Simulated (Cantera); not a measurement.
NO annealing gas

An isothermal, constant-pressure homogeneous reactor starts with NO : N2 = 1 : 7.1 (molar parts), at 1623 K and 1.00 bar.

Model: GRI-Mech 3.0 (53 species, 325 reactions), integrated in Cantera.

```tsv
t (s)	x NO	x N2	x O	x NO2	x O2	x N2O
1.00e-5	0.123	0.877	5.47e-9	6.05e-10	<1e-12	6.07e-9
5.99e-5	0.123	0.877	2.07e-8	1.58e-8	1.50e-11	3.63e-8
0.000359	0.123	0.877	3.23e-8	1.90e-7	2.17e-10	2.14e-7
0.00215	0.123	0.877	5.94e-8	1.38e-6	4.00e-9	1.17e-6
0.0129	0.123	0.877	2.42e-7	1.05e-5	3.76e-7	4.27e-6
0.0774	0.123	0.877	6.19e-7	3.14e-5	2.88e-5	5.70e-6
0.464	0.123	0.877	6.91e-7	3.51e-5	0.000265	5.65e-6
2.78	0.120	0.878	9.94e-7	5.00e-5	0.00166	5.40e-6
16.7	0.105	0.886	1.91e-6	8.56e-5	0.00900	4.15e-6
100	0.0584	0.909	3.48e-6	8.72e-5	0.0325	1.31e-6
```
x: mole fraction; the columns are a selection and need not sum to one.

Equilibrium at this temperature and pressure: NO 0.00126, N2 0.938, O 4.73e-6, NO2 2.57e-6, O2 0.0611, N2O 8.17e-8 (gas phase only).
